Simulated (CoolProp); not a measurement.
A Linde-Hampson liquefier for normal hydrogen: isothermal reversible compression at 280 K from 1 atm to 25 MPa, throttling to 1 atm, return gas leaving the recuperator 5 K below the feed. Each further row changes one setting.

Values from CoolProp's reference Helmholtz-energy equation of state, Leachman 2009.

```tsv
case	compression work (kJ/kg of gas)
as stated	6540
high pressure 50 MPa	7540
warm-end temperature 310 K	7230
warm-end gap 10 K	6540
```
